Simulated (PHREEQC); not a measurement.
A PHREEQC input (ion-association model, phreeqc.dat):

```
SOLUTION 1
  temp 20
  units mg/kgw
  pH 6.61
  pe 12
  Na 40.7
  K 5.37
  Ca 203
  Mg 22.3
  Cl 40.5
  S(6) 183 as SO4
  C(4) 220 as HCO3
  Alkalinity 545 as HCO3
  Li 0.0582
END
USE solution 1
EQUILIBRIUM_PHASES 1
  Quartz 0 0.5
  CO2(g) -2 10
END
```

It stops with these messages:

```
WARNING: Maximum iterations exceeded, 100
WARNING: Maximum iterations exceeded, 100
WARNING: The program has failed to converge to a numerical solution.
ERROR:                 H(1) has not converged. Total: 8.931630e-03	Calculated: 7.140804e-03	Residual: 1.790826e-03
ERROR: Is non-carbonate alkalinity greater than total alkalinity?
ERROR:                 C(4) has not converged. Total: 3.605428e-03	Calculated: 3.610713e-03	Residual: -5.284200e-06
ERROR:                   Ca has not converged. Total: 5.064870e-03	Calculated: 5.063419e-03	Residual: 1.451237e-06
ERROR:                   Cl has not converged. Total: 1.142357e-03	Calculated: 1.142389e-03	Residual: -3.193973e-08
ERROR:                    K has not converged. Total: 1.373331e-04	Calculated: 1.373370e-04	Residual: -3.876252e-09
ERROR:                   Li has not converged. Total: 8.387376e-06	Calculated: 8.387579e-06	Residual: -2.031976e-10
ERROR:                   Mg has not converged. Total: 9.172425e-04	Calculated: 9.121896e-04	Residual: 5.052916e-06
ERROR:                   Na has not converged. Total: 1.770350e-03	Calculated: 1.770398e-03	Residual: -4.804344e-08
ERROR:                 S(6) has not converged. Total: 1.904980e-03	Calculated: 1.905149e-03	Residual: -1.689501e-07
ERROR:                   Mu Ionic strength has not converged. 	Residual: 2.860399e-05
ERROR:               A(H2O) Activity of water has not converged. 	Residual: -9.986429e-01
ERROR: Model failed to converge for initial solution  1.
```

Question: Find the cause and the fix.

Answer: The fault: total carbon typed beside alkalinity, so pH is recomputed from the two. The line should read `Alkalinity 545` where the input has `C(4) 220 as HCO3 / Alkalinity 545`. With the mend the run ends at pH 7.66 and ionic strength 0.0191 mol/kgw.
